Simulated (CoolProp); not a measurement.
Properties of R410A along the isobar 0.101 MPa.

Values from CoolProp's reference Helmholtz-energy equation of state, Lemmon 2003. It is a pseudo-pure fit of the blend.

```csv
T (°C),phase,cp (kJ/(kg K)),speed of sound (m/s),conductivity (mW/(m K)),fugacity coefficient
-65.25,liquid,1.354,890.5,142,0.4578
-31.45,gas,0.7773,177.9,9.17,0.9710
2.25,gas,0.7965,190.2,11.7,0.9826
35.95,gas,0.8369,201.2,14.1,0.9887
69.75,gas,0.8837,211.4,16.6,0.9922
103.45,gas,0.9320,221.0,19.1,0.9944
137.15,gas,0.9798,230.1,21.6,0.9959
170.95,gas,1.026,238.8,24.1,0.9970
204.65,gas,1.070,247.2,26.6,0.9977
```

Thermal conductivity comes from a separate model (Geller 2001).
